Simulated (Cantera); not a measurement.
An adiabatic, constant-pressure homogeneous reactor starts with 12.1 % CH₃OH, 18.5 % O₂, 69.5 % N₂, at 1473 K and 1.01 bar.

Cantera simulation using GRI-Mech 3.0 (53 species, 325 reactions); the numbers are that mechanism's predictions, not measurements. GRI-Mech 3.0 was tuned for natural gas; its chemistry of methanol as a main component is partial and can be far from experiment.

Q: Predict: time of steepest temperature rise; temperature at 0.900 s; equilibrium temperature; x(O₂) at 0.900 s; x(H₂O) at 0.900 s; x(H) at 0.900 s.

A: 
```json
{
  "time_of_steepest_temperature_rise": "0.294 ms",
  "temperature at 0.900 s": "2694 K",
  "equilibrium_temperature": "2694 K",
  "x(O₂) at 0.900 s": "0.0228 (gas-phase equilibrium 0.0228)",
  "x(H₂O) at 0.900 s": "0.186 (gas-phase equilibrium 0.186)",
  "x(H) at 0.900 s": "0.00738 (gas-phase equilibrium 0.00738)"
}
```
